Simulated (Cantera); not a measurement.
A Cantera script and its output.

```python
import numpy as np
import cantera as ct

gas = ct.Solution("gri30.yaml")
gas.TPX = 1325, 1200000, {'CH4': 1, 'H2O': 0.8}
reactor = ct.IdealGasConstPressureReactor(gas, energy="off", clone=False)
net = ct.ReactorNet([reactor])
net.rtol, net.atol = 1e-08, 1e-18
show = ['CH4', 'H2O', 'C2H', 'C2H6', 'CH2', 'C2H2']
times = np.geomspace(4e-06, 3, 12)

steps = ct.SolutionArray(gas, extra=["t"])
rows = []
print(f"{'t/s':>10s}{'T/K':>9s}{'P/Pa':>11s}" + "".join(f"{s:>11s}" for s in show))
for t in times:
    while net.time < t:
        t_next = net.step()
        steps.append(gas.state, t=t_next)
    rows.append([np.interp(t, steps.t, y) for y in (steps.T, steps.P, *steps(*show).X.T)])
    print(f"{t:10.3e}{rows[-1][0]:9.1f}{rows[-1][1]:11.4g}" + "".join(f"{x:11.3e}" for x in rows[-1][2:]))
rate = np.gradient(steps.T, steps.t)
print("integrator steps:", len(steps.t))
if steps.T.max() > steps.T[0] + 200:
    print(f"time of steepest temperature rise: {steps.t[rate.argmax()]:.4e} s")
gas.TPX = 1325, 1200000, {'CH4': 1, 'H2O': 0.8}
gas.equilibrate("TP")
print(f"equilibrium (TP): T = {gas.T:.1f} K  " + "  ".join(f"{s} {gas[s].X[0]:.3e}" for s in show))
```

Result:

```
       t/s      T/K       P/Pa        CH4        H2O        C2H       C2H6        CH2       C2H2
 4.000e-06   1325.0    1.2e+06  5.556e-01  4.444e-01  7.235e-30  4.882e-11  2.009e-15  6.420e-19
 1.368e-05   1325.0    1.2e+06  5.556e-01  4.444e-01  4.906e-27  1.946e-09  2.294e-14  1.383e-16
 4.680e-05   1325.0    1.2e+06  5.556e-01  4.444e-01  3.215e-24  7.265e-08  2.380e-13  2.873e-14
 1.601e-04   1325.0    1.2e+06  5.555e-01  4.444e-01  1.053e-21  1.626e-06  1.121e-12  4.366e-12
 5.476e-04   1325.0    1.2e+06  5.555e-01  4.444e-01  4.700e-20  1.106e-05  1.377e-12  1.758e-10
 1.873e-03   1325.0    1.2e+06  5.555e-01  4.444e-01  1.023e-18  4.354e-05  1.470e-12  3.706e-09
 6.407e-03   1325.0    1.2e+06  5.552e-01  4.444e-01  2.756e-17  1.476e-04  1.769e-12  9.126e-08
 2.191e-02   1325.0    1.2e+06  5.543e-01  4.444e-01  1.143e-15  4.193e-04  2.554e-12  3.165e-06
 7.496e-02   1325.0    1.2e+06  5.508e-01  4.438e-01  4.452e-14  7.203e-04  3.481e-12  1.064e-04
 2.564e-01   1325.0    1.2e+06  5.378e-01  4.410e-01  7.027e-13  6.884e-04  4.642e-12  1.679e-03
 8.771e-01   1325.0    1.2e+06  4.977e-01  4.315e-01  3.553e-12  6.831e-04  9.909e-12  8.131e-03
 3.000e+00   1325.0    1.2e+06  4.231e-01  4.151e-01  8.495e-12  1.838e-03  1.801e-11  1.232e-02
integrator steps: 1059
equilibrium (TP): T = 1325.0 K  CH4 6.866e-02  H2O 7.544e-03  C2H 5.964e-16  C2H6 1.055e-05  CH2 2.823e-13  C2H2 1.901e-06
```

Computed with Cantera and GRI-Mech 3.0 (53 species, 325 reactions). The pressure lies above the range GRI-Mech 3.0 was tuned for (to about 10 atm).
